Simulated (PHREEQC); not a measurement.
NaOH is added in steps, without added water, to 1 kg of water holding 0.0034 mol HF, 0.00095 mol KF, 7e-07 mol H4SiO4 and 0.00033 mol H2SO4, at 25 °C. O2 is buffered at 0.21 atm. No CO2 enters from the air. Solids allowed: Chalcedony. Others were left out.

Base run: PHREEQC, ion-association model, phreeqc.dat. Each further column changes one thing. The table gives H4SiO4 (mol/kgw).

| NaOH added (mol) | base | Debye-Hückel limiting law | Davies equation for every ion | metal-ligand complexes left out | all activity coefficients set to 1 |
|---|---|---|---|---|---|
| 0 | 1.47e-8 | 1.46e-8 | 1.47e-8 | 1.47e-8 | 1.63e-8 |
| 0.000675 | 1.68e-8 | 1.67e-8 | 1.67e-8 | 1.68e-8 | 1.82e-8 |
| 0.00135 | 2.31e-8 | 2.30e-8 | 2.30e-8 | 2.30e-8 | 2.48e-8 |
| 0.002025 | 4.22e-8 | 4.20e-8 | 4.21e-8 | 4.21e-8 | 4.49e-8 |
| 0.0027 | 1.18e-7 | 1.18e-7 | 1.18e-7 | 1.18e-7 | 1.25e-7 |
| 0.003375 | 4.73e-7 | 4.72e-7 | 4.72e-7 | 4.72e-7 | 4.83e-7 |
| 0.00405 | 7.00e-7 | 7.00e-7 | 7.00e-7 | 7.00e-7 | 7.00e-7 |
| 0.004725 | 6.52e-8 | 6.52e-8 | 6.51e-8 | 6.52e-8 | 6.53e-8 |
| 0.0054 | 3.38e-8 | 3.38e-8 | 3.37e-8 | 3.38e-8 | 3.38e-8 |

SiF6-2 is the database's only silicon fluoride.
